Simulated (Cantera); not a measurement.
A perfectly stirred reactor is fed with NO : N2 = 1 : 0.18 (molar parts), at 1.30 bar; it is held at 2150 K, and followed from long to short residence time.

Cantera simulation using GRI-Mech 3.0 (53 species, 325 reactions); the numbers are that mechanism's predictions, not measurements.

Task: What does this change do: pressure from 1.30 bar to 0.820 bar?

Result: 
| quantity | before | after |
|---|---|---|
| x(NO) at τ = 15.0 s | 0.0274 | 0.0305 |
| x(O2) at τ = 15.0 s | 0.409 | 0.407 |
| x(N2) at τ = 15.0 s | 0.562 | 0.561 |
| x(O) at τ = 15.0 s | 0.00110 | 0.00139 |
| x(N2O) at τ = 15.0 s | 9.62e-7 | 8.70e-7 |
| x(NO) at τ = 22.0 ms | 0.701 | 0.742 |
| x(O2) at τ = 22.0 ms | 0.0721 | 0.0520 |
| x(N2) at τ = 22.0 ms | 0.225 | 0.205 |
| x(O) at τ = 22.0 ms | 0.000519 | 0.000582 |
| x(N2O) at τ = 22.0 ms | 0.000236 | 0.000256 |
